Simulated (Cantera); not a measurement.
Charge: 1 mol CH₃SiCl₃, 3.8 mol HCl, 1300 mol H₂, equilibrated at 1650 °C.

These are equilibrium values from Cantera (NASA tables, ideal gas, pure condensed phases), not measurements of a reactor. Candidate condensed phases: C, C₆H₆, C₇H₈, C₈H₁₈, Si, SiC; 109 gas species. The feed counts by its element totals alone. Gases not in the tables: Si₂H₆ and higher silanes. Kinetics and transport are ignored.

log p: log10 of the partial pressure in bar; n: condensed amount in mol.

```
P (Pa)  log p H₂  log p H  log p HCl  log p Si  log p C₂H₂ (acetylene)  log p Cl  n SiC(s)
------  --------  -------  ---------  --------  ----------------------  --------  --------
100        -3.02    -4.53          ?     -6.16                   -6.45     -6.94         0
400        -2.41    -4.23          ?     -5.94                   -6.20     -6.64     0.563
1600       -1.80    -3.93          ?     -5.75                   -5.96     -6.33     0.811
6300       -1.20    -3.63          ?     -5.59                   -5.69     -6.04     0.902
25000      -0.61    -3.33          ?     -5.42                   -5.43     -5.74     0.928
100000      0.00    -3.03          ?     -5.19                   -5.29     -5.44     0.913
```

Task: Some entries are withheld; supply them.

Result: 
- 100, log p HCl: -5.30
- 400, log p HCl: -4.69
- 1600, log p HCl: -4.09
- 6300, log p HCl: -3.49
- 25000, log p HCl: -2.89
- 100000, log p HCl: -2.29
